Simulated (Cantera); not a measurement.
A perfectly stirred reactor is fed with CO : H2 : O2 : N2 : H2O = 1 : 0.26 : 0.863 : 4.66 : 1.4 (molar parts), equivalence ratio 0.73, at 1.00 atm; it is adiabatic with a 623 K inlet, and is followed from long to short residence time, starting on the burning branch (τ in s: 0.039, 0.015, 0.0057, 0.0022, 0.00083, 0.00032, 0.00012, 4.7e-05, 1.8e-05, 6.8e-06).

Detailed kinetics in Cantera: GRI-Mech 3.0 (53 species, 325 reactions).

```tsv
quantity	before	after
blow-out, bracketed by the residence times tried	burning at 0.320 ms, out at 0.120 ms	burning at 0.120 ms, out at 47.0 µs
x(CO) at τ = 39.0 ms	0.00216	0.00335
x(H2) at τ = 39.0 ms	0.000732	0.00109
x(O2) at τ = 39.0 ms	0.0317	0.0405
x(NO) at τ = 39.0 ms	1.09e-5	7.64e-5
x(H2O) at τ = 39.0 ms	0.218	0.278
x(CO) at τ = 0.320 ms	0.0341	0.0323
x(H2) at τ = 0.320 ms	0.00620	0.00896
x(O2) at τ = 0.320 ms	0.0490	0.0564
x(NO) at τ = 0.320 ms	3.16e-6	6.79e-6
x(H2O) at τ = 0.320 ms	0.204	0.258
```

### Question
What was changed between the two runs?
A) inlet temperature 623 to 748 K
B) N2 4.66 to 3 parts
C) inlet temperature 623 to 423 K
D) inlet temperature 623 to 450 K

### Answer
B, N2 4.66 to 3 parts
